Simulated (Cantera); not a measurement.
A closed system holds: 1 mol H2O, a varied amount of SO2, 0.25 mol N2, at 3025 °C and 3.30 mbar.

Method: chemical equilibrium by Gibbs-energy minimisation in Cantera with the NASA 1993 tables (ideal gas, pure condensed phases). Candidate condensed phases: H2O, H2SO4, S; 35 gas species. The numbers say what is thermodynamically allowed, not how fast it happens.

x: gas mole fraction; nothing condenses.

```
n(SO2) (mol)    x H    x O      x S    x N2      x SO     x H2     x OH
------------  -----  -----  -------  ------  --------  -------  -------
0.0053        0.600  0.298  0.00151  0.0767  0.000144  0.00899  0.00754
0.0086        0.598  0.299  0.00243  0.0765  0.000234  0.00893  0.00754
0.014         0.595  0.301  0.00394  0.0761  0.000381  0.00885  0.00754
0.022         0.591  0.303  0.00615  0.0755  0.000598  0.00873  0.00755
0.036         0.584  0.307  0.00992  0.0746  0.000979  0.00852  0.00755
0.059         0.573  0.314   0.0159  0.0731   0.00160  0.00819  0.00756
0.095         0.556  0.323   0.0248  0.0708   0.00257  0.00772  0.00756
0.15          0.532  0.336   0.0373  0.0677   0.00402      ___  0.00753
0.25          0.493  0.358   0.0572  0.0626   0.00657      ___  0.00743
0.4           0.445  0.384   0.0819  0.0562    0.0101      ___  0.00720
```

Q: Fill in the missing entries.

A: 
- 0.15, x H2: 0.00707
- 0.25, x H2: 0.00608
- 0.4, x H2: 0.00496
